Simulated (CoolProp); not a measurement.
Saturation properties of propylene.

Model: reference Helmholtz-energy equation of state, Lemmon 2013, in CoolProp.

```json
[
 {"T (K)": "248.8", "p (kPa)": "261.5", "liquid density (kg/m³)": "580.2", "vapour density (kg/m³)": "5.720", "vapour viscosity (µPa s)": "7.02", "liquid conductivity (mW/(m K))": "135"},
 {"T (K)": "252.5", "p (kPa)": "298.7", "liquid density (kg/m³)": "575.3", "vapour density (kg/m³)": "6.485", "vapour viscosity (µPa s)": "7.13", "liquid conductivity (mW/(m K))": "134"},
 {"T (K)": "256.2", "p (kPa)": "339.7", "liquid density (kg/m³)": "570.2", "vapour density (kg/m³)": "7.327", "vapour viscosity (µPa s)": "7.24", "liquid conductivity (mW/(m K))": "132"},
 {"T (K)": "259.9", "p (kPa)": "384.9", "liquid density (kg/m³)": "565.1", "vapour density (kg/m³)": "8.251", "vapour viscosity (µPa s)": "7.36", "liquid conductivity (mW/(m K))": "130"},
 {"T (K)": "263.5", "p (kPa)": "433.0", "liquid density (kg/m³)": "560.1", "vapour density (kg/m³)": "9.234", "vapour viscosity (µPa s)": "7.48", "liquid conductivity (mW/(m K))": "128"},
 {"T (K)": "267.2", "p (kPa)": "487.0", "liquid density (kg/m³)": "554.8", "vapour density (kg/m³)": "10.34", "vapour viscosity (µPa s)": "7.60", "liquid conductivity (mW/(m K))": "127"},
 {"T (K)": "270.9", "p (kPa)": "545.8", "liquid density (kg/m³)": "549.4", "vapour density (kg/m³)": "11.54", "vapour viscosity (µPa s)": "7.73", "liquid conductivity (mW/(m K))": "125"},
 {"T (K)": "274.5", "p (kPa)": "608.0", "liquid density (kg/m³)": "544.1", "vapour density (kg/m³)": "12.82", "vapour viscosity (µPa s)": "7.87", "liquid conductivity (mW/(m K))": "123"},
 {"T (K)": "278.2", "p (kPa)": "677.2", "liquid density (kg/m³)": "538.6", "vapour density (kg/m³)": "14.25", "vapour viscosity (µPa s)": "8.01", "liquid conductivity (mW/(m K))": "121"},
 {"T (K)": "281.9", "p (kPa)": "752.0", "liquid density (kg/m³)": "532.9", "vapour density (kg/m³)": "15.80", "vapour viscosity (µPa s)": "8.16", "liquid conductivity (mW/(m K))": "119"},
 {"T (K)": "285.6", "p (kPa)": "832.7", "liquid density (kg/m³)": "527.1", "vapour density (kg/m³)": "17.49", "vapour viscosity (µPa s)": "8.31", "liquid conductivity (mW/(m K))": "118"},
 {"T (K)": "289.2", "p (kPa)": "917.2", "liquid density (kg/m³)": "521.3", "vapour density (kg/m³)": "19.27", "vapour viscosity (µPa s)": "8.47", "liquid conductivity (mW/(m K))": "116"},
 {"T (K)": "292.9", "p (kPa)": "1010", "liquid density (kg/m³)": "515.2", "vapour density (kg/m³)": "21.26", "vapour viscosity (µPa s)": "8.64", "liquid conductivity (mW/(m K))": "114"},
 {"T (K)": "296.6", "p (kPa)": "1110", "liquid density (kg/m³)": "508.9", "vapour density (kg/m³)": "23.42", "vapour viscosity (µPa s)": "8.82", "liquid conductivity (mW/(m K))": "112"}
]
```

It boils at 225.5 K under 1 atm.

Viscosity comes from a separate model (Huber 2003), an estimate that may be off by 10 % or more. Thermal conductivity comes from a separate model (Huber 2003), an estimate that may be off by 10 % or more.
